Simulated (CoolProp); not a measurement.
Properties of C2F6 (R116) at several states.

Computed with CoolProp (reference Helmholtz-energy equation of state, Lemmon 2006). It is a short technical equation, of lower accuracy than the large ones.

```json
[
 {"T (°C)": "138.65", "p (bar)": "26.5", "phase": "gas", "viscosity (µPa s)": "21.4", "Prandtl number": "0.846", "fugacity coefficient": "0.9221"},
 {"T (°C)": "-68.45", "p (bar)": "15.8", "phase": "liquid", "viscosity (µPa s)": "367", "Prandtl number": "4.82", "fugacity coefficient": "0.1059"},
 {"T (°C)": "14.35", "p (bar)": "143", "phase": "liquid", "viscosity (µPa s)": "159", "Prandtl number": "3.14", "fugacity coefficient": "0.2272"},
 {"T (°C)": "140.75", "p (bar)": "0.464", "phase": "gas", "viscosity (µPa s)": "19.1", "Prandtl number": "0.743", "fugacity coefficient": "0.9986"},
 {"T (°C)": "-31.05", "p (bar)": "15.9", "phase": "liquid", "viscosity (µPa s)": "196", "Prandtl number": "3.68", "fugacity coefficient": "0.4099"}
]
```

Viscosity comes from a separate model (Huber 2003), an estimate that may be off by 10 % or more. Thermal conductivity comes from a separate model (Huber 2003), an estimate that may be off by 10 % or more.
